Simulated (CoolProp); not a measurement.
Properties of carbon dioxide along the isotherm 61.55 °C.

Computed with CoolProp (reference Helmholtz-energy equation of state, Span 1996).

```json
[
 {"p (bar)": "1.17", "phase": "gas", "density (kg/m³)": "1.858", "isothermal compressibility (1/MPa)": "8.581", "expansivity (1/kK)": "3.028", "fugacity coefficient": "0.9961"},
 {"p (bar)": "2.65", "phase": "gas", "density (kg/m³)": "4.229", "isothermal compressibility (1/MPa)": "3.808", "expansivity (1/kK)": "3.080", "fugacity coefficient": "0.9911"},
 {"p (bar)": "6.04", "phase": "gas", "density (kg/m³)": "9.753", "isothermal compressibility (1/MPa)": "1.691", "expansivity (1/kK)": "3.205", "fugacity coefficient": "0.9797"},
 {"p (bar)": "13.7", "phase": "gas", "density (kg/m³)": "22.75", "isothermal compressibility (1/MPa)": "0.7673", "expansivity (1/kK)": "___", "fugacity coefficient": "0.9542"},
 {"p (bar)": "31.3", "phase": "gas", "density (kg/m³)": "55.78", "isothermal compressibility (1/MPa)": "___", "expansivity (1/kK)": "4.437", "fugacity coefficient": "0.8968"},
 {"p (bar)": "71.2", "phase": "gas", "density (kg/m³)": "157.3", "isothermal compressibility (1/MPa)": "___", "expansivity (1/kK)": "8.812", "fugacity coefficient": "0.7712"},
 {"p (bar)": "162", "phase": "supercritical", "density (kg/m³)": "629.8", "isothermal compressibility (1/MPa)": "0.04787", "expansivity (1/kK)": "13.99", "fugacity coefficient": "0.5244"},
 {"p (bar)": "369", "phase": "supercritical", "density (kg/m³)": "___", "isothermal compressibility (1/MPa)": "___", "expansivity (1/kK)": "4.065", "fugacity coefficient": "0.3512"}
]
```

Task: Some entries are withheld; supply them.

Result: 
- 13.7, expansivity (1/kK): 3.516
- 31.3, isothermal compressibility (1/MPa): 0.3629
- 71.2, isothermal compressibility (1/MPa): 0.2084
- 369, density (kg/m³): 868.4
- 369, isothermal compressibility (1/MPa): 0.006505
